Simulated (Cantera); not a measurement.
Counterflow diffusion flame

A counterflow diffusion flame at 79000 Pa, nozzles 20 mm apart: fuel side 47.6 % H₂, 52.4 % N₂ at 325 K, oxidiser side 19.0 % O₂, 81.0 % N₂ at 698 K, fuel mass flux 1.1 times the oxidiser's; mixture-averaged transport, no radiation.

Computed with Cantera and the H2/O2 subset of GRI-Mech 3.0, which has no nitrogen chemistry. The maximum strain rate includes the flame's own expansion and is several times the mean.

```
oxidiser flux (kg/m²/s)  max strain (1/s)  mean strain (1/s)  T max (K)  peak x OH  peak x H  peak x H₂O  peak x HO₂
-----------------------  ----------------  -----------------  ---------  ---------  --------  ----------  ----------
0.47                                  442                117       2018     0.0116    0.0133       0.222     3.52e-5
0.69                                  632                171       1966     0.0115    0.0152       0.219     4.47e-5
1                                     893                248       1914     0.0113    0.0172       0.216     5.50e-5
1.5                                  1310                372       1859     0.0111    0.0196       0.213     6.64e-5
2.1                                  1790                521       1814     0.0108    0.0217       0.210     7.61e-5
3.1                                  2590                769       1755     0.0103    0.0241       0.206     8.75e-5
4.5                                  3670               1120       1693    0.00965    0.0263       0.202     9.95e-5
6.6                                  5270               1640       1629    0.00884    0.0282       0.197    0.000110
```
x: mole fraction; the columns are a selection and need not sum to one.
